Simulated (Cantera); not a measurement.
An isothermal, constant-pressure homogeneous reactor starts with N2O : H2O = 1 : 0.092 (molar parts), at 1600 K and 4.73 Torr. Integrator tolerance rtol = 1e-08.

Cantera simulation using GRI-Mech 3.0 (53 species, 325 reactions); the numbers are that mechanism's predictions, not measurements. GRI-Mech 3.0 was tuned for natural gas; its chemistry of N2O as a main component is partial and can be far from experiment. Radical loss at walls, strong at low pressure, is not modelled. The temperature is held fixed by assumption; the heat of reaction is taken as removed at once.

Task: What does this change do: N2O 1 to 1.5 parts?

Result: 
```
quantity                                              before                                      after
-----------------  -----------------------------------------  -----------------------------------------
x(N2O) at 30.0 s     3.08e-6 (gas-phase equilibrium 8.94e-9)    3.79e-6 (gas-phase equilibrium 9.21e-9)
x(H2O) at 30.0 s       0.0575 (gas-phase equilibrium 0.0575)      0.0391 (gas-phase equilibrium 0.0391)
x(H2) at 30.0 s      9.85e-6 (gas-phase equilibrium 8.65e-6)    6.69e-6 (gas-phase equilibrium 5.82e-6)
x(H) at 30.0 s       2.19e-6 (gas-phase equilibrium 2.03e-6)    1.80e-6 (gas-phase equilibrium 1.66e-6)
x(O) at 30.0 s      9.20e-5 (gas-phase equilibrium 0.000103)   9.24e-5 (gas-phase equilibrium 0.000104)
x(OH) at 30.0 s    0.000499 (gas-phase equilibrium 0.000528)  0.000412 (gas-phase equilibrium 0.000437)
x(H2O2) at 30.0 s  8.11e-10 (gas-phase equilibrium 9.14e-10)  5.53e-10 (gas-phase equilibrium 6.27e-10)
```

Task: What does this change do: H2O 0.092 to 0.032 parts?

Result: 
| quantity | before | after |
|---|---|---|
| x(N2O) at 30.0 s | 3.08e-6 (gas-phase equilibrium 8.94e-9) | 4.87e-6 (gas-phase equilibrium 9.48e-9) |
| x(H2O) at 30.0 s | 0.0575 (gas-phase equilibrium 0.0575) | 0.0207 (gas-phase equilibrium 0.0207) |
| x(H2) at 30.0 s | 9.85e-6 (gas-phase equilibrium 8.65e-6) | 3.56e-6 (gas-phase equilibrium 3.06e-6) |
| x(H) at 30.0 s | 2.19e-6 (gas-phase equilibrium 2.03e-6) | 1.32e-6 (gas-phase equilibrium 1.21e-6) |
| x(O) at 30.0 s | 9.20e-5 (gas-phase equilibrium 0.000103) | 9.26e-5 (gas-phase equilibrium 0.000105) |
| x(OH) at 30.0 s | 0.000499 (gas-phase equilibrium 0.000528) | 0.000301 (gas-phase equilibrium 0.000320) |
| x(H2O2) at 30.0 s | 8.11e-10 (gas-phase equilibrium 9.14e-10) | 2.94e-10 (gas-phase equilibrium 3.36e-10) |
